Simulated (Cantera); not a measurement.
**Carbon deposition, reforming and gasification: C₂H₄ + H₂O + H₂**

Feed: 1 mol C₂H₄, 0.38 mol H₂O, 15 mol H₂, equilibrated at 1800 Pa.

Method: chemical equilibrium by Gibbs-energy minimisation in Cantera with the NASA 1993 tables (ideal gas, pure condensed phases). Candidate condensed phases: C, C₆H₆, C₇H₈, C₈H₁₈, H₂O; 110 gas species. Equilibrium is a limit: real reactors are often held back by kinetics, nucleation or transport.

At 227 °C nothing is condensed. From 427 °C to 2427 °C the condensed part is C(graphite). At 2627 °C nothing is condensed. The main C-bearing gas is CH₄ at 227 °C and C₂H₂ (acetylene) at 2627 °C.

```json
[
 {"T (°C)": "227", "x H₂": "0.845", "x H": "<1e-12", "x CH₄": "0.130", "x H₂O": "0.0247", "x CO": "1.48e-9", "x C₂H₂ (acetylene)": "<1e-12", "n C(graphite)": "0"},
 {"T (°C)": "427", "x H₂": "0.862", "x H": "<1e-12", "x CH₄": "0.114", "x H₂O": "0.0200", "x CO": "0.00300", "x C₂H₂ (acetylene)": "<1e-12", "n C(graphite)": "0.160"},
 {"T (°C)": "627", "x H₂": "0.973", "x H": "8.60e-10", "x CH₄": "0.00532", "x H₂O": "0.000875", "x CO": "0.0206", "x C₂H₂ (acetylene)": "5.47e-11", "n C(graphite)": "1.54"},
 {"T (°C)": "827", "x H₂": "0.978", "x H": "1.91e-7", "x CH₄": "0.000618", "x H₂O": "3.37e-5", "x CO": "0.0214", "x C₂H₂ (acetylene)": "1.30e-8", "n C(graphite)": "1.61"},
 {"T (°C)": "1027", "x H₂": "0.978", "x H": "8.16e-6", "x CH₄": "0.000136", "x H₂O": "3.44e-6", "x CO": "0.0214", "x C₂H₂ (acetylene)": "5.64e-7", "n C(graphite)": "1.62"},
 {"T (°C)": "1227", "x H₂": "0.978", "x H": "0.000130", "x CH₄": "4.43e-5", "x H₂O": "6.47e-7", "x CO": "0.0214", "x C₂H₂ (acetylene)": "8.83e-6", "n C(graphite)": "1.62"},
 {"T (°C)": "1427", "x H₂": "0.977", "x H": "0.00109", "x CH₄": "1.88e-5", "x H₂O": "1.82e-7", "x CO": "0.0214", "x C₂H₂ (acetylene)": "7.17e-5", "n C(graphite)": "1.62"},
 {"T (°C)": "1627", "x H₂": "0.972", "x H": "0.00583", "x CH₄": "9.57e-6", "x H₂O": "6.66e-8", "x CO": "0.0213", "x C₂H₂ (acetylene)": "0.000371", "n C(graphite)": "1.61"},
 {"T (°C)": "1827", "x H₂": "0.955", "x H": "0.0227", "x CH₄": "5.41e-6", "x H₂O": "2.92e-8", "x CO": "0.0212", "x C₂H₂ (acetylene)": "0.00138", "n C(graphite)": "1.57"},
 {"T (°C)": "2027", "x H₂": "0.907", "x H": "0.0687", "x CH₄": "3.17e-6", "x H₂O": "1.41e-8", "x CO": "0.0207", "x C₂H₂ (acetylene)": "0.00392", "n C(graphite)": "1.47"},
 {"T (°C)": "2227", "x H₂": "0.804", "x H": "0.168", "x CH₄": "1.74e-6", "x H₂O": "6.89e-9", "x CO": "0.0196", "x C₂H₂ (acetylene)": "0.00869", "n C(graphite)": "1.27"},
 {"T (°C)": "2427", "x H₂": "0.630", "x H": "0.336", "x CH₄": "7.96e-7", "x H₂O": "3.10e-9", "x CO": "0.0178", "x C₂H₂ (acetylene)": "0.0148", "n C(graphite)": "0.899"},
 {"T (°C)": "2627", "x H₂": "0.408", "x H": "0.547", "x CH₄": "2.58e-7", "x H₂O": "1.19e-9", "x CO": "0.0153", "x C₂H₂ (acetylene)": "0.0185", "n C(graphite)": "0"}
]
```
x: gas mole fraction; n: condensed amount in mol.
